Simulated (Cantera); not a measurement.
A closed system holds: 1 mol SiCl₄, 2.8 mol NH₃, 23 mol N₂, equilibrated at 10.0 Torr.

Method: chemical equilibrium by Gibbs-energy minimisation in Cantera with the NASA 1993 tables (ideal gas, pure condensed phases). Candidate condensed phases: NH₄Cl, Si, Si₃N₄; 28 gas species. The numbers say what is thermodynamically allowed, not how fast it happens.

**Question.** Which condensed phases are stable at each of these points (T (°C)): 477, 577, 677, 777, 877, 977, 1077, 1177, 1277, 1377, 1477, 1577, 1677?

**Answer.** 
```csv
T (°C),condensed phases,Si condensed (%)
477,Si₃N₄(s),81.2
577,Si₃N₄(s),86.5
677,Si₃N₄(s),90.0
777,Si₃N₄(s),92.2
877,Si₃N₄(s),93.6
977,Si₃N₄(s),93.6
1077,Si₃N₄(s),89.6
1177,Si₃N₄(s),74.8
1277,Si₃N₄(s),45.5
1377,Si₃N₄(s),10.2
1477,gas only,0.0
1577,gas only,0.0
1677,gas only,0.0
```

From 477 °C to 1377 °C the condensed part is Si₃N₄(s). From 1477 °C to 1677 °C nothing is condensed.
